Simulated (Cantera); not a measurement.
What does this Cantera script print?

```python
import numpy as np
import cantera as ct

gas_names = """
    B BH BH2 BH3 BN BO BO2 B2 B2O B2O2 B2O3 B3O3H3 H HBO HBO2 HNO HNO2 HNO3 HO2 H2 H2O H2O2 H3B3O6 N NH
    NH2 NH3 NH2OH NO NO2 NO3 N2 N2H2 N2H4 N2O O OH O2 O3
""".split()
cond_names = """
    B(b) B(L) BN(s) B2O3(L) B3O3H3(cr) H2O(s) H2O(L)
""".split()


# ... load() reads the species with a 1 bar reference pressure and builds the phases ...
atoms = {
    'B2O3': {'B': 2, 'O': 3},
    'H2': {'H': 2},
    'N2': {'N': 2},
}
top_T = {'BN(s)': 3200}  # K; cautious upper limits of use, not melting points


# ... equilibrate(T, P, feed) seeds the gas with the atoms and calls Mixture.equilibrate('TP', solver="vcs", rtol=1e-11, max_steps=5000) ...
results = []
feed = {'B2O3': 1, 'H2': 3.7, 'N2': 0.54}  # mol
P = 7100  # Pa
for T in [1350, 1425, 1500, 1575, 1650, 1725, 1800, 1875, 1950, 2025, 2100]:
    mix = equilibrate(T, P, feed)
    results.append((T, P, feed, dict(zip(mix.species_names, mix.species_moles))))

top = {s: max(r[3][s] / sum(r[3][g] for g in gas_names) for r in results) for s in gas_names}
cols = sorted((s for s in top if top[s] > 1e-06), key=lambda s: -top[s])[:9]
seen = [c for c in cond_names if any(r[3].get(c, 0) > 1e-12 for r in results)]
print("log10 of partial pressures in bar; condensed amounts in mol")
print(f"{'T/K':>10s}" + "".join(f"{s[:9]:>10s}" for s in cols + seen))
for T, P, feed, n in results:
    ng = sum(n[g] for g in gas_names)
    print(f"{T:10.4g}" + "".join(f"{np.log10(max(n[s] / ng * P / 1e5, 1e-99)):10.3f}" for s in cols)
          + "".join(f"{n.get(c, 0):10.4g}" for c in seen))
```

Output:

```
log10 of partial pressures in bar; condensed amounts in mol
       T/K        H2        N2      B2O3      HBO2       HBO      B2O2        BO         H       H2O     BN(s)   B2O3(L)
      1350    -1.209    -2.046    -6.153    -4.246    -5.197    -8.117    -8.697    -6.227    -3.970  0.005264    0.9954
      1425    -1.209    -2.046    -5.367    -3.913    -4.612    -7.050    -7.708    -5.771    -3.986  0.006057    0.9923
      1500    -1.211    -2.047    -4.664    -3.616    -4.088    -6.093    -6.821    -5.360    -4.002   0.00713    0.9854
      1575    -1.213    -2.049    -4.031    -3.351    -3.616    -5.230    -6.020    -4.988    -4.019  0.007634    0.9695
      1650    -1.220    -2.052    -3.459    -3.115    -3.190    -4.448    -5.294    -4.652    -4.040  0.004589    0.9314
      1725    -1.236    -2.061    -2.939    -2.845    -2.868    -3.857    -4.693    -4.349    -3.949         0    0.8327
      1800    -1.271    -2.085    -2.465    -2.555    -2.638    -3.425    -4.198    -4.082    -3.779         0    0.5811
      1875    -1.340    -2.137    -2.069    -2.322    -2.471    -3.080    -3.769    -3.854    -3.648         0         0
      1950    -1.345    -2.137    -2.085    -2.302    -2.444    -3.075    -3.530    -3.613    -3.535         0         0
      2025    -1.349    -2.138    -2.103    -2.284    -2.422    -3.076    -3.312    -3.390    -3.429         0         0
      2100    -1.355    -2.140    -2.123    -2.268    -2.406    -3.084    -3.113    -3.184    -3.329         0         0
```

Method: chemical equilibrium by Gibbs-energy minimisation in Cantera with the NASA 1993 tables (ideal gas, pure condensed phases). N2 is the only nitrogen source here; it is nearly inert below about 1500 K, so the nitride shown seldom forms there in practice. Mutual solubility and eutectic melting of coexisting phases are not modelled. Gases not in the tables: H3BO3.
